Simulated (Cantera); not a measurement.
A perfectly stirred reactor is fed with 0.643 % CH4, 0.900 % C2H6, 0.534 % C3H8, 16.9 % O2, 81.0 % N2, at 2.90 bar; it is adiabatic with a 575 K inlet, and is followed from long to short residence time, starting on the burning branch (τ in s: 0.35, 0.1, 0.029, 0.0084, 0.0024, 0.0007, 0.0002, 5.8e-05, 1.7e-05).

Computed with Cantera and GRI-Mech 3.0 (53 species, 325 reactions). GRI-Mech 3.0 was tuned for natural gas; its chemistry of propane as a main component is partial and can be far from experiment.

Problem. Predict: blow-out, bracketed by the residence times tried; x(CH4) at τ = 0.350 s; x(C2H6) at τ = 0.350 s; x(C3H8) at τ = 0.350 s; x(HO2) at τ = 0.350 s; x(CH4) at τ = 2.40 ms; x(C2H6) at τ = 2.40 ms; x(C3H8) at τ = 2.40 ms.

Solution. 
```
Quantity                                                                       Value
------------------------------------------------  ----------------------------------
blow-out, bracketed by the residence times tried  burning at 8.40 ms, out at 2.40 ms
x(CH4) at τ = 0.350 s                                                        2.60e-6
x(C2H6) at τ = 0.350 s                                                       8.81e-7
x(C3H8) at τ = 0.350 s                                                       5.80e-7
x(HO2) at τ = 0.350 s                                                        1.99e-6
x(CH4) at τ = 2.40 ms                                                        0.00643
x(C2H6) at τ = 2.40 ms                                                       0.00900
x(C3H8) at τ = 2.40 ms                                                       0.00534
```
